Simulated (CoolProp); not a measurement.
A simple Rankine cycle with dimethyl ether: condensing at 305.15 K, boiler at 3.97 MPa, turbine inlet 524 K, turbine efficiency 0.8, pump efficiency 0.8, no recuperator. Each further row changes one setting.

The numbers come from the reference Helmholtz-energy equation of state, Wu 2011 in CoolProp.

```csv
case,thermal efficiency (%),net work (kJ/kg),heat in (kJ/kg),turbine exit temperature (K),volume ratio over the turbine
as stated,13.7,104,761,454.4,[?]
condensing temperature 297.15 K,15.1,118,[?],[?],6.44
boiler pressure 2.78 MPa,11.2,86.9,775,470.3,3.65
turbine efficiency 0.7,11.9,90.5,761,461.5,5.30
```

What belongs in the gaps?


- as stated, volume ratio over the turbine: 5.21
- condensing temperature 297.15 K, heat in (kJ/kg): 781
- condensing temperature 297.15 K, turbine exit temperature (K): 446.3
